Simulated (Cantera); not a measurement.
Charge: 1 mol Ti, 3 mol H₂O, 1.9 mol H₂, equilibrated at 1325 K and 10000 Pa.

Method: chemical equilibrium by Gibbs-energy minimisation in Cantera with the NASA 1993 tables (ideal gas, pure condensed phases). Candidate condensed phases: H₂O, Ti, TiO, TiO₂, Ti₂O₃, Ti₃O₅, Ti₄O₇; 12 gas species. Gases not in the tables: TiO(OH)₂. Rates play no part.

### Question
What is the equilibrium state?

### Answer
| Quantity | Result |
|---|---|
| x(H₂) | 0.796 |
| x(H₂O) | 0.204 |
| x(H) | 4.61e-6 |
| n(TiO₂(rutile)) | 1.00 mol |
| gas amount | 4.900 mol |
| log10 activity of Ti₄O₇(s) (absent) | -1.83 |
| log10 activity of Ti₃O₅(s) (absent) | -2.00 |
| log10 activity of Ti₂O₃(s) (absent) | -2.47 |
